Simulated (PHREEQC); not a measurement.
Solution (24 °C): 93 mmol/kgw HF, 0.57 mmol/kgw H2SiF6 and 85 mmol/kgw H3BO3. Closed to the air; pH follows from the charge balance.

The numbers come from PHREEQC with the ion-association model, phreeqc.dat.

Each row changes one thing in this solution. This is a speciation only: nothing precipitates in the calculation.

| case | pH | ionic strength (mol/kgw) | H3BO3 (mol/kgw) | BF4- (mol/kgw) | HF (mol/kgw) | BF3OH- (mol/kgw) | SI of Chalcedony (SiO2) |
|---|---|---|---|---|---|---|---|
| as made | 1.67 | 0.0247 | 0.0613 | 0.0207 | 0.00349 | 0.00213 | -0.02 |
| diluted 2-fold with water | 1.96 | 0.0123 | 0.0309 | 0.00984 | 0.00295 | 0.00120 | -0.36 |
| H2SiF6 from 0.00057 to 0.0057 mol/kgw | 1.54 | 0.0369 | 0.0583 | 0.0238 | 0.00390 | 0.00218 | +0.94 |
| temperature from 24 to 25 °C | 1.67 | 0.0247 | 0.0613 | 0.0207 | 0.00356 | 0.00213 | -0.01 |

Some of these states are supersaturated (in Quartz (slow to form), SiO2(a), for instance). SiF6-2 is the database's only silicon fluoride. Real BF4- forms and hydrolyses slowly; the run takes it at equilibrium.
